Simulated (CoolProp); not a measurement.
A single-stage vapour-compression cycle with R13: evaporating at 213.15 K (dew point), condensing at 235.15 K (bubble point), superheat 5 K, subcooling 2 K, compressor efficiency 0.65, no pressure losses. Each further row changes one setting.

Values from CoolProp's reference Helmholtz-energy equation of state, Platzer 1990. This equation is an older, rougher fit; its heat capacities, sound speeds and derivatives of the liquid may be far off and weren't checked against measurements.

```csv
case,cooling COP,pressure ratio,discharge temperature (K),refrigerating effect (kJ/kg),volumetric capacity (kJ/m³)
as stated,(withheld),2.31,260.7,122,2130
evaporating temperature 218.15 K,7.63,(withheld),(withheld),(withheld),(withheld)
condensing temperature 230.15 K,(withheld),1.94,251.6,127,2220
subcooling 7 K,(withheld),2.31,260.7,127,2220
superheat 15 K,5.59,2.31,271.5,(withheld),2110
compressor efficiency 0.55,4.78,2.31,266.6,122,2130
```

Problem. What belongs in the gaps?

Solution. 
- as stated, cooling COP: 5.64
- evaporating temperature 218.15 K, pressure ratio: 1.88
- evaporating temperature 218.15 K, discharge temperature (K): 255.5
- evaporating temperature 218.15 K, refrigerating effect (kJ/kg): 124
- evaporating temperature 218.15 K, volumetric capacity (kJ/m³): 2630
- condensing temperature 230.15 K, cooling COP: 7.50
- subcooling 7 K, cooling COP: 5.87
- superheat 15 K, refrigerating effect (kJ/kg): 128
